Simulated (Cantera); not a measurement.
Feed: 1 mol Cu2O, 0.43 mol CH4, 4.2 mol H2, at 1200 °C and 13.0 Pa.

These are equilibrium values from Cantera (NASA tables, ideal gas, pure condensed phases), not measurements of a reactor. Candidate condensed phases: C, C6H6, C7H8, C8H18, Cu, CuO, Cu(OH)2, Cu2O, H2O; 113 gas species. Equilibrium is a limit: real reactors are often held back by kinetics, nucleation or transport.

Base state: H2 0.788, H2O 0.0961, CO 0.0716, Cu 0.0399, CO2 0.00353, H 0.000987, Cu2 1.31e-5 (mole fractions); condensed: Cu(l).

Question: What changes in the equilibrium state with this change: pressure from 13.0 Pa to 14000 Pa?

Answer: 
```tsv
species	before	after
H2	0.788	0.821
H2O	0.0961	0.100
CO	0.0716	0.0746
Cu	0.0399	3.71e-5
Cu2	1.31e-5	1.22e-8
H	0.000987	3.07e-5
CO2	0.00353	0.00368
Cu(l), mol	1.77	2.00
```

Question: What changes in the equilibrium state with this change: temperature from 1200 °C to 1925 °C?

Answer: 
| species | before | after |
|---|---|---|
| H2 | 0.788 | 0.367 |
| H | 0.000987 | 0.296 |
| Cu | 0.0399 | 0.226 |
| H2O | 0.0961 | 0.0533 |
| CO | 0.0716 | 0.0472 |
| O | 3.44e-9 | 0.00337 |
| O2 | <1e-9 | 0.000206 |
| Cu(l), mol | 1.77 | 0 |
